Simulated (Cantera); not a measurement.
A perfectly stirred reactor is fed with 3.45 % NH3, 96.6 % N2, at 0.0190 bar; it is held at 1875 K, and followed from long to short residence time.

Cantera simulation using the gas-phase N/H chemistry of the illustrative SiF4/NH3 mechanism in the Surface Chemkin manual (1991); the numbers are that mechanism's predictions, not measurements. Walls and surfaces, which speed up NH3 decomposition in real reactors, are not modelled.

Q: Predict: x(NH3) at τ = 10.0 s; x(N2H2) at τ = 10.0 s; x(H2) at τ = 10.0 s; x(N2) at τ = 10.0 s; x(NH3) at τ = 17.0 ms; x(N2H2) at τ = 17.0 ms; x(H2) at τ = 17.0 ms; x(N2) at τ = 17.0 ms.

A: 
| Quantity | Value |
|---|---|
| x(NH3) at τ = 10.0 s | 0.00903 |
| x(N2H2) at τ = 10.0 s | 4.96e-8 |
| x(H2) at τ = 10.0 s | 0.0368 |
| x(N2) at τ = 10.0 s | 0.954 |
| x(NH3) at τ = 17.0 ms | 0.0344 |
| x(N2H2) at τ = 17.0 ms | 1.65e-8 |
| x(H2) at τ = 17.0 ms | 4.24e-5 |
| x(N2) at τ = 17.0 ms | 0.965 |
